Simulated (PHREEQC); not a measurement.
2.5 g of hydrous ferric oxide (600 m²/g; 0.2 weak and 0.005 strong sites per Fe, Dzombak-Morel constants, diffuse double layer) in 1 kg of water with 0.001 mol/kgw of an inert sodium salt and 6.2e-06 mol/kgw Na2SeO4, at 25 °C; the pH is set by adding NaOH or the inert anion's acid. Oxygen is held at 0.21 atm. CO2 from the air is kept out. Precipitation was switched off in this run.

Base run: PHREEQC, ion-association model, wateq4f.dat. Each further column changes one thing. The table gives surface charge σ (C/m²).

| pH | base | background salt from 0.001 to 0.0001 mol/kgw | oxide from 2.5 to 12 g/kgw |
|---|---|---|---|
| 3 | 0.287 | 0.274 | 0.332 |
| 3.75 | 0.176 | 0.151 | 0.246 |
| 4.88 | 0.065 | … | 0.096 |
| 5.62 | 0.030 | 0.014 | … |
| 6.38 | 0.013 | 0.005 | 0.015 |
| 7.12 | 0.005 | … | … |
| 8.25 | -0.001 | … | -0.001 |
| 9 | -0.004 | … | -0.005 |

Q: What belongs in the gaps?

A: 
- 4.88, background salt from 0.001 to 0.0001 mol/kgw: 0.040
- 5.62, oxide from 2.5 to 12 g/kgw: 0.041
- 7.12, background salt from 0.001 to 0.0001 mol/kgw: 0.002
- 7.12, oxide from 2.5 to 12 g/kgw: 0.006
- 8.25, background salt from 0.001 to 0.0001 mol/kgw: 0.000
- 9, background salt from 0.001 to 0.0001 mol/kgw: -0.002

The oxide is taken as insoluble; below pH 4 it would dissolve.
